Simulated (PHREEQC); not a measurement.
0.039 g of hydrous ferric oxide (600 m²/g; 0.2 weak and 0.005 strong sites per Fe, Dzombak-Morel constants, diffuse double layer) in 1 kg of water with 0.001 mol/kgw of an inert sodium salt and 3.1e-06 mol Na2SeO4, at 25 °C; the pH is set by adding NaOH or the inert anion's acid. Oxygen is held at 0.21 atm. CO2 from the air is kept out. Nothing may precipitate in this run.

The series has 13 steps of pH, from 3 to 11.

All values are PHREEQC results (ion-association model, wateq4f.dat), not measurements.

Question: Near which pH is half of the Se sorbed, and on which side is more sorbed?

Answer: Near pH 6.3, with more sorbed at lower pH.

Species that the database lacks are ignored. The oxide is taken as insoluble; below pH 4 it would dissolve.
